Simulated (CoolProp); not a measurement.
Properties of sulfur hexafluoride at several states.

Model: reference Helmholtz-energy equation of state, Guder 2009, in CoolProp.

```csv
T (K),p (bar),phase,Z,expansivity (1/kK),conductivity (mW/(m K))
246.5,1.46,gas,0.9692,…,9.20
236.4,1.21,gas,0.9708,…,8.49
348.4,2.32,gas,0.9845,3.026,16.9
440.4,14.4,gas,…,2.669,…
293.5,2.9,gas,0.9652,…,…
```

What belongs in the gaps?


- 246.5, expansivity (1/kK): 4.488
- 236.4, expansivity (1/kK): 4.658
- 440.4, Z: 0.9596
- 440.4, conductivity (mW/(m K)): 24.9
- 293.5, expansivity (1/kK): 3.821
- 293.5, conductivity (mW/(m K)): 12.7

Thermal conductivity comes from a separate model (Assael 2012).
